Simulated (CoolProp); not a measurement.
Saturation properties of R227EA.

Model: reference Helmholtz-energy equation of state, Lemmon 2016, in CoolProp.

```json
[
 {"T (K)": "236.2", "p (bar)": "0.3785", "vapour Z": "0.9753", "surface tension (mN/m)": "14.7", "liquid viscosity (µPa s)": "555", "liquid conductivity (mW/(m K))": "75.3"},
 {"T (K)": "248.3", "p (bar)": "0.6910", "vapour Z": "0.9623", "surface tension (mN/m)": "?", "liquid viscosity (µPa s)": "469", "liquid conductivity (mW/(m K))": "72.4"},
 {"T (K)": "260.5", "p (bar)": "1.185", "vapour Z": "0.9452", "surface tension (mN/m)": "11.6", "liquid viscosity (µPa s)": "397", "liquid conductivity (mW/(m K))": "69.4"},
 {"T (K)": "272.7", "p (bar)": "?", "vapour Z": "0.9235", "surface tension (mN/m)": "10.0", "liquid viscosity (µPa s)": "?", "liquid conductivity (mW/(m K))": "66.2"},
 {"T (K)": "284.8", "p (bar)": "2.958", "vapour Z": "0.8971", "surface tension (mN/m)": "8.59", "liquid viscosity (µPa s)": "286", "liquid conductivity (mW/(m K))": "?"},
 {"T (K)": "297", "p (bar)": "4.389", "vapour Z": "0.8649", "surface tension (mN/m)": "7.17", "liquid viscosity (µPa s)": "243", "liquid conductivity (mW/(m K))": "59.9"},
 {"T (K)": "309.2", "p (bar)": "6.292", "vapour Z": "0.8265", "surface tension (mN/m)": "5.80", "liquid viscosity (µPa s)": "206", "liquid conductivity (mW/(m K))": "56.7"},
 {"T (K)": "321.4", "p (bar)": "8.758", "vapour Z": "0.7809", "surface tension (mN/m)": "4.48", "liquid viscosity (µPa s)": "173", "liquid conductivity (mW/(m K))": "53.5"},
 {"T (K)": "333.5", "p (bar)": "11.86", "vapour Z": "0.7269", "surface tension (mN/m)": "?", "liquid viscosity (µPa s)": "144", "liquid conductivity (mW/(m K))": "50.4"}
]
```

Task: Fill in the missing entries.

Result: 
- 248.3, surface tension (mN/m): 13.1
- 272.7, p (bar): 1.921
- 272.7, liquid viscosity (µPa s): 337
- 284.8, liquid conductivity (mW/(m K)): 63.1
- 333.5, surface tension (mN/m): 3.25

It boils at 256.8 K under 1 atm.

Viscosity comes from a separate model (Huber 2003), an estimate that may be off by 10 % or more. Thermal conductivity comes from a separate model (Huber 2003), an estimate that may be off by 10 % or more. Surface tension comes from a separate correlation (Mulero 2012).
